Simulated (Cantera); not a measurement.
Input (Python, Cantera) and output of one run.

```python
import numpy as np
import cantera as ct

gas_names = [...]  # 87 gases of nasa_gas.yaml made of C, H, Si
cond_names = """
    C(gr) C6H6(L) C7H8(L) C8H18(L),n-octa Si(cr) Si(L) SiC(b)
""".split()


# ... load() reads the species with a 1 bar reference pressure and builds the phases ...
atoms = {
    'SiC': {'Si': 1, 'C': 1},
    'C': {'C': 1},
    'H2': {'H': 2},
}
top_T = {'C(gr)': 4500, 'SiC(b)': 3050}  # K; cautious upper limits of use, not melting points


# ... equilibrate(T, P, feed) seeds the gas with the atoms and calls Mixture.equilibrate('TP', solver="vcs", rtol=1e-11, max_steps=5000) ...
results = []
feed = {'SiC': 1, 'C': 0.036, 'H2': 0.64}  # mol
P = 100000  # Pa
for T in [2198, 2248, 2298, 2348, 2398, 2448, 2498, 2548, 2598]:
    mix = equilibrate(T, P, feed)
    results.append((T, P, feed, dict(zip(mix.species_names, mix.species_moles))))

top = {s: max(r[3][s] / sum(r[3][g] for g in gas_names) for r in results) for s in gas_names}
cols = sorted((s for s in top if top[s] > 1e-05), key=lambda s: -top[s])[:6]
seen = [c for c in cond_names if any(r[3].get(c, 0) > 1e-12 for r in results)]
print("log10 of partial pressures in bar; condensed amounts in mol")
print(f"{'T/K':>10s}" + "".join(f"{s[:9]:>10s}" for s in cols + seen))
for T, P, feed, n in results:
    ng = sum(n[g] for g in gas_names)
    print(f"{T:10.4g}" + "".join(f"{np.log10(max(n[s] / ng * P / 1e5, 1e-99)):10.3f}" for s in cols)
          + "".join(f"{n.get(c, 0):10.4g}" for c in seen))
```

Output:

```
log10 of partial pressures in bar; condensed amounts in mol
       T/K        H2         H C2H2,acet        Si      SiC2       SiH     C(gr)    SiC(b)
      2198    -0.004    -2.256    -2.600    -4.414    -5.434    -4.768   0.03263    0.9999
      2248    -0.005    -2.136    -2.485    -4.143    -5.083    -4.539   0.03169    0.9999
      2298    -0.006    -2.022    -2.375    -3.884    -4.747    -4.320   0.03054    0.9998
      2348    -0.008    -1.912    -2.270    -3.636    -4.425    -4.111   0.02914    0.9997
      2398    -0.010    -1.808    -2.171    -3.398    -4.118    -3.912   0.02747    0.9995
      2448    -0.013    -1.708    -2.076    -3.171    -3.824    -3.720   0.02552    0.9991
      2498    -0.016    -1.612    -1.986    -2.953    -3.541    -3.538   0.02328    0.9985
      2548    -0.021    -1.520    -1.900    -2.743    -3.270    -3.363   0.02074    0.9976
      2598    -0.026    -1.432    -1.819    -2.542    -3.010    -3.195   0.01793    0.9961
```

Equilibrium computed with Cantera from the NASA thermochemical tables; the gas is ideal and each condensed phase is pure. Gases not in the tables: Si2H6 and higher silanes.
